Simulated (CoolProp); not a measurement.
Model: reference Helmholtz-energy equation of state, Lemmon 2006, in CoolProp. It is a short technical equation, of lower accuracy than the large ones.

For n-decane, give the phase and the density (kg/m³), cp (kJ/(kg K)), speed of sound (m/s), Prandtl number at 80.25 °C and 3.22 MPa.


- 80.25 °C and 3.22 MPa: liquid; density 687, cp 2.41, speed of sound 1050, Prandtl number 9.35

Viscosity comes from a separate model (Huber 2004). Thermal conductivity comes from a separate model (Huber 2005).
